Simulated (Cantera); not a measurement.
Hydrocarbon pyrolysis for carbon deposition

An isothermal, constant-pressure homogeneous reactor starts with 0.898 % CH4, 98.8 % N2, 0.341 % H2O, at 1925 K and 600 Torr.

Cantera simulation using GRI-Mech 3.0 (53 species, 325 reactions); the numbers are that mechanism's predictions, not measurements. GRI-Mech 3.0 stops at C3 and has no aromatics, soot or wall deposition, so with more carbon than oxygen in the feed, carbon stays in small species such as C2H2 where larger ones or solid carbon would form.

| t (s) | x CH4 | x CH2 | x HCN | x C2H | x H |
|---|---|---|---|---|---|
| 8.00e-6 | 0.00896 | 3.75e-9 | 3.37e-12 | <1e-12 | 3.32e-6 |
| 2.76e-5 | 0.00891 | 4.81e-8 | 8.22e-11 | <1e-12 | 3.58e-6 |
| 9.55e-5 | 0.00872 | 3.88e-7 | 2.85e-9 | 2.25e-11 | 4.97e-6 |
| 0.000330 | 0.00767 | 2.34e-6 | 1.71e-7 | 9.71e-9 | 2.03e-5 |
| 0.00114 | 0.00356 | 3.17e-6 | 5.24e-6 | 2.71e-7 | 6.90e-5 |
| 0.00394 | 0.000983 | 1.35e-6 | 2.05e-5 | 4.54e-7 | 9.92e-5 |
| 0.0136 | 0.000243 | 5.13e-7 | 4.42e-5 | 5.41e-7 | 0.000123 |
| 0.0470 | 0.000137 | 3.17e-7 | 8.73e-5 | 5.15e-7 | 0.000135 |
| 0.162 | 9.88e-5 | 1.91e-7 | 0.000182 | 4.04e-7 | 0.000140 |
| 0.561 | 4.17e-5 | 6.87e-8 | 0.000324 | 3.12e-7 | 0.000145 |
| 1.94 | 4.09e-6 | 6.37e-9 | 0.000413 | 2.90e-7 | 0.000145 |
| 6.70 | 1.34e-6 | 2.09e-9 | 0.000426 | 2.89e-7 | 0.000146 |
| 23.2 | 1.36e-6 | 2.12e-9 | 0.000456 | 2.87e-7 | 0.000146 |
| 80.0 | 1.42e-6 | 2.21e-9 | 0.000557 | 2.82e-7 | 0.000146 |
x: mole fraction; the columns are a selection and need not sum to one.

Equilibrium at this temperature and pressure: CH4 3.95e-7, CH2 6.15e-10, HCN 0.00536, C2H 7.72e-9, H 0.000146 (gas phase only).
